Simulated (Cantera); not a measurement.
An adiabatic, constant-volume homogeneous reactor starts with C₃H₈ : O₂ : N₂ = 1 : 5.88 : 22.1 (molar parts), equivalence ratio 0.85, at 1350 K and 7500 Torr. Integrator tolerance rtol = 1e-08.

Cantera simulation using GRI-Mech 3.0 (53 species, 325 reactions); the numbers are that mechanism's predictions, not measurements. GRI-Mech 3.0 was tuned for natural gas; its chemistry of propane as a main component is partial and can be far from experiment. Above 3000 K some thermodynamic fits are extrapolated.

**Question.** What does this change do: initial temperature 1350 to 1673 K?

**Answer.** 
| quantity | before | after |
|---|---|---|
| time of steepest temperature rise | 0.127 ms | 4.15 µs |
| temperature at 4.00 s | 3006 K | 3128 K |
| equilibrium temperature | 3006 K | 3128 K |
| x(C₃H₈) at 4.00 s | <1e-12 (gas-phase equilibrium <1e-12) | <1e-12 (gas-phase equilibrium <1e-12) |
| x(O₂) at 4.00 s | 0.0312 (gas-phase equilibrium 0.0312) | 0.0334 (gas-phase equilibrium 0.0334) |
| x(C₂H) at 4.00 s | <1e-12 (gas-phase equilibrium <1e-12) | <1e-12 (gas-phase equilibrium <1e-12) |
| x(C₂H₆) at 4.00 s | <1e-12 (gas-phase equilibrium <1e-12) | <1e-12 (gas-phase equilibrium <1e-12) |
| x(C₂H₂) at 4.00 s | <1e-12 (gas-phase equilibrium <1e-12) | <1e-12 (gas-phase equilibrium <1e-12) |

**Question.** What does this change do: C3H8 1 to 0.43 parts?

**Answer.** 
```
quantity                                                          before                                  after
---------------------------------  -------------------------------------  -------------------------------------
time of steepest temperature rise                               0.127 ms                               0.120 ms
temperature at 4.00 s                                             3006 K                                 2332 K
equilibrium temperature                                           3006 K                                 2332 K
x(C₃H₈) at 4.00 s                  <1e-12 (gas-phase equilibrium <1e-12)  <1e-12 (gas-phase equilibrium <1e-12)
x(O₂) at 4.00 s                    0.0312 (gas-phase equilibrium 0.0312)    0.122 (gas-phase equilibrium 0.122)
x(C₂H) at 4.00 s                   <1e-12 (gas-phase equilibrium <1e-12)  <1e-12 (gas-phase equilibrium <1e-12)
x(C₂H₆) at 4.00 s                  <1e-12 (gas-phase equilibrium <1e-12)  <1e-12 (gas-phase equilibrium <1e-12)
x(C₂H₂) at 4.00 s                  <1e-12 (gas-phase equilibrium <1e-12)  <1e-12 (gas-phase equilibrium <1e-12)
```

**Question.** What does this change do: C3H8 1 to 0.62 parts?

**Answer.** 
```csv
quantity,before,after
time of steepest temperature rise,0.127 ms,0.123 ms
temperature at 4.00 s,3006 K,2639 K
equilibrium temperature,3006 K,2639 K
x(C₃H₈) at 4.00 s,<1e-12 (gas-phase equilibrium <1e-12),<1e-12 (gas-phase equilibrium <1e-12)
x(O₂) at 4.00 s,0.0312 (gas-phase equilibrium 0.0312),0.0850 (gas-phase equilibrium 0.0850)
x(C₂H) at 4.00 s,<1e-12 (gas-phase equilibrium <1e-12),<1e-12 (gas-phase equilibrium <1e-12)
x(C₂H₆) at 4.00 s,<1e-12 (gas-phase equilibrium <1e-12),<1e-12 (gas-phase equilibrium <1e-12)
x(C₂H₂) at 4.00 s,<1e-12 (gas-phase equilibrium <1e-12),<1e-12 (gas-phase equilibrium <1e-12)
```
